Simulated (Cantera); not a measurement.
What does this Cantera script print?

```python
import numpy as np
import cantera as ct

gas_names = """
    AL ALH ALI ALI3 ALN AL2 AL2I6 H HI H2 I I2 N NH NH2 NH3 N2 N2H2 N2H4
""".split()
cond_names = """
    AL(cr) AL(L) ALI3(s) ALI3(L) ALN(s) I2(cr) I2(L)
""".split()


# ... load() reads the species with a 1 bar reference pressure and builds the phases ...
atoms = {
    'AlI3': {'AL': 1, 'I': 3},
    'NH3': {'N': 1, 'H': 3},
    'H2': {'H': 2},
}
top_T = {'ALN(s)': 2750}  # K; cautious upper limits of use, not melting points


# ... equilibrate(T, P, feed) seeds the gas with the atoms and calls Mixture.equilibrate('TP', solver="vcs", rtol=1e-11, max_steps=5000) ...
results = []
T = 1775  # K
P = 250  # Pa
for m in [1.1, 1.9, 3.3, 5.6, 9.6, 17, 28, 49]:
    feed = {'AlI3': 1, 'NH3': 0.22, 'H2': m}  # mol
    mix = equilibrate(T, P, feed)
    results.append((T, P, feed, dict(zip(mix.species_names, mix.species_moles))))

top = {s: max(r[3][s] / sum(r[3][g] for g in gas_names) for r in results) for s in gas_names}
cols = sorted((s for s in top if top[s] > 1e-05), key=lambda s: -top[s])[:9]
seen = [c for c in cond_names if any(r[3].get(c, 0) > 1e-12 for r in results)]
print("log10 of partial pressures in bar; condensed amounts in mol")
print(f"{'n(H2)':>10s}" + "".join(f"{s[:9]:>10s}" for s in cols + seen))
for T, P, feed, n in results:
    ng = sum(n[g] for g in gas_names)
    print(f"{feed['H2']:10.4g}" + "".join(f"{np.log10(max(n[s] / ng * P / 1e5, 1e-99)):10.3f}" for s in cols)
          + "".join(f"{n.get(c, 0):10.4g}" for c in seen))
```

It prints:

```
log10 of partial pressures in bar; condensed amounts in mol
     n(H2)        H2         I       ALI        N2        HI         H        AL        I2      ALI3
       1.1    -3.114    -2.969    -3.258    -4.216    -4.464    -5.095    -5.812    -6.959    -7.445
       1.9    -2.988    -3.042    -3.329    -4.286    -4.474    -5.033    -5.810    -7.104    -7.661
       3.3    -2.876    -3.145    -3.431    -4.388    -4.521    -4.976    -5.809    -7.311    -7.970
       5.6    -2.789    -3.275    -3.560    -4.516    -4.607    -4.933    -5.808    -7.570    -8.357
       9.6    -2.724    -3.436    -3.721    -4.676    -4.735    -4.900    -5.808    -7.891    -8.840
        17    -2.677    -3.631    -3.919    -4.871    -4.908    -4.877    -5.810    -8.283    -9.429
        28    -2.650    -3.818    -4.109    -5.059    -5.081    -4.864    -5.814    -8.656    -9.993
        49    -2.631    -4.038    -4.337    -5.281    -5.292    -4.854    -5.822    -9.097   -10.661
```

Method: chemical equilibrium by Gibbs-energy minimisation in Cantera with the NASA 1993 tables (ideal gas, pure condensed phases).
